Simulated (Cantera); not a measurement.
A closed system holds: 1 mol C3H8, 5.6 mol H2O, 1.1 mol N2, held at 30000 Torr.

Equilibrium computed with Cantera from the NASA thermochemical tables; the gas is ideal and each condensed phase is pure. Candidate condensed phases: C, C6H6, C7H8, C8H18, H2O; 136 gas species. The ideal-gas law is rough above about 30 bar. Equilibrium is a limit: real reactors are often held back by kinetics, nucleation or transport. All values below are at 1323 K.

Base state: H2 0.520, CO 0.180, H2O 0.174, N2 0.0820, CO2 0.0324, CH4 0.0116, NH3 0.000486 (mole fractions); condensed: gas only.

### Question
What changes in the equilibrium state with this change: H2O from 5.6 to 2.3 mol?

### Answer
| species | before | after |
|---|---|---|
| H2 | 0.520 | 0.536 |
| CO | 0.180 | 0.217 |
| N2 | 0.0820 | 0.127 |
| H2O | 0.174 | 0.0341 |
| CH4 | 0.0116 | 0.0782 |
| CO2 | 0.0324 | 0.00742 |
| C2H6 | 3.99e-7 | 1.75e-5 |
| C2H4 | 4.75e-7 | 2.02e-5 |
| HCN | 8.37e-6 | 6.68e-5 |
| NH3 | 0.000486 | 0.000633 |
| C(graphite), mol | 0 | 0.381 |
